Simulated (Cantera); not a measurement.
Silicon nitride deposition: SiH₂Cl₂ + N₂ + H₂ + NH₃

Input: 1 mol SiH₂Cl₂, 4.1 mol N₂, 11 mol H₂, 12 mol NH₃, at 13300 Pa.

Method: chemical equilibrium by Gibbs-energy minimisation in Cantera with the NASA 1993 tables (ideal gas, pure condensed phases). Candidate condensed phases: NH₄Cl, Si, Si₃N₄; 28 gas species. The tables' values for SiCl, SiCl₃ are old estimates; treat these amounts as uncertain. Gases not in the tables: Si₂H₆ and higher silanes. Rates play no part.

```tsv
T (K)	x H₂	x N₂	x HCl	x SiCl₂	x H	x Si	x NH₃	n Si₃N₄(s)	n Si(l)
823	0.717	0.233	0.0494	3.89e-12	1.70e-11	<1e-12	9.33e-5	0.333	0
923	0.717	0.233	0.0494	2.62e-10	5.67e-10	<1e-12	3.95e-5	0.333	0
1023	0.717	0.233	0.0494	7.73e-9	9.60e-9	<1e-12	1.96e-5	0.333	0
1123	0.717	0.233	0.0494	1.24e-7	9.88e-8	<1e-12	1.10e-5	0.333	0
1223	0.717	0.233	0.0494	1.25e-6	6.97e-7	<1e-12	6.73e-6	0.333	0
1323	0.717	0.233	0.0494	8.80e-6	3.68e-6	<1e-12	4.43e-6	0.333	0
1423	0.717	0.233	0.0493	4.66e-5	1.54e-5	5.22e-11	3.09e-6	0.333	0
1523	0.717	0.233	0.0490	0.000195	5.36e-5	2.41e-9	2.26e-6	0.331	0
1623	0.717	0.234	0.0480	0.000660	0.000160	6.88e-8	1.72e-6	0.324	0
1723	0.718	0.234	0.0457	0.00180	0.000423	1.32e-6	1.35e-6	0.309	0
1823	0.718	0.235	0.0413	0.00391	0.00101	1.82e-5	1.10e-6	0.279	0
1923	0.709	0.245	0.0378	0.00529	0.00217	0.000127	9.06e-7	0	0.768
```
x: gas mole fraction; n: condensed amount in mol.

From 823 K to 1823 K the condensed part is Si₃N₄(s). At 1923 K the condensed part is Si(l). The main Si-bearing gas is SiCl₄ at 823 K and SiCl₂ at 1923 K.
